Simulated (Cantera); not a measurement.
A perfectly stirred reactor is fed with CH₄ : H₂ : O₂ : N₂ = 1 : 0.39 : 3.85 : 14.5 (molar parts), at 0.227 atm; it is adiabatic with a 750 K inlet, and is followed from long to short residence time, starting on the burning branch (τ in s: 0.3, 0.08, 0.022, 0.0058, 0.0016, 0.00042, 0.00011, 3e-05, 8.2e-06).

Cantera simulation using GRI-Mech 3.0 (53 species, 325 reactions); the numbers are that mechanism's predictions, not measurements.

Problem. Predict: blow-out, bracketed by the residence times tried; x(CH₄) at τ = 0.300 s; x(H₂) at τ = 0.300 s; x(O₂) at τ = 0.300 s; x(H₂O) at τ = 0.300 s; x(CH₄) at τ = 1.60 ms; x(H₂) at τ = 1.60 ms; x(O₂) at τ = 1.60 ms; x(H₂O) at τ = 1.60 ms.

Solution. 
```
Property                                                                        Result
------------------------------------------------  ------------------------------------
blow-out, bracketed by the residence times tried  burning at 0.420 ms, out at 0.110 ms
x(CH₄) at τ = 0.300 s                                                          3.43e-6
x(H₂) at τ = 0.300 s                                                          0.000473
x(O₂) at τ = 0.300 s                                                            0.0839
x(H₂O) at τ = 0.300 s                                                            0.120
x(CH₄) at τ = 1.60 ms                                                         0.000149
x(H₂) at τ = 1.60 ms                                                           0.00532
x(O₂) at τ = 1.60 ms                                                            0.0867
x(H₂O) at τ = 1.60 ms                                                            0.107
```
